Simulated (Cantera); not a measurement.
Charge: 1 mol Si, 1.6 mol HCl, 4.9 mol H₂, held at 3.80 bar.

Cantera equilibrium calculation (NASA polynomials, part measured and part estimated; ideal gas, pure solids and liquids). Candidate condensed phases: Si; 19 gas species. The tables' values for SiCl₃ are old estimates; treat these amounts as uncertain. Rates play no part. All values below are at 1148 K.

Base state: H₂ 0.909, SiCl₄ 0.0332, SiHCl₃ 0.0325, HCl 0.0186, SiH₂Cl₂ 0.00398, SiCl₃ 0.00159, SiCl₂ 0.000839, SiH₃Cl 0.000131 (mole fractions); condensed: Si(s).

### Question
What changes in the equilibrium state with this change: 0.2 mol HF added?

### Answer
```
species     before     after
----------  ------  --------
H₂           0.909     0.902
SiCl₄       0.0332    0.0324
SiHCl₃      0.0325    0.0317
SiF₄             0   0.00536
SiHF₃            0   0.00295
HCl         0.0186    0.0185
SiH₂F₂           0  0.000812
SiF₃             0   6.08e-5
Si(s), mol   0.561     0.504
```
The tables' values for SiCl₃, SiF₃ are old estimates; treat these amounts as uncertain.
